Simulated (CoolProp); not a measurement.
CF4 (R14) at 250.61 K and 1.07 MPa is compressed adiabatically to 7.02 MPa with isentropic efficiency 0.8. Each further row changes one setting.

Values from CoolProp's reference Helmholtz-energy equation of state, Platzer 1990. This equation is an older, rougher fit; its heat capacities, sound speeds and derivatives of the liquid may be far off and weren't checked against measurements.

| case | work (kJ/kg) | final temperature (K) | final density (kg/m³) |
|---|---|---|---|
| as stated | (withheld) | (withheld) | 235 |
| efficiency 1 | (withheld) | 340.8 | 250 |
| efficiency 0.65 | (withheld) | 369.0 | 220 |

### Question
Complete the blanks.

### Answer

- as stated, work (kJ/kg): 58.2
- as stated, final temperature (K): 353.9
- efficiency 1, work (kJ/kg): 46.6
- efficiency 0.65, work (kJ/kg): 71.6
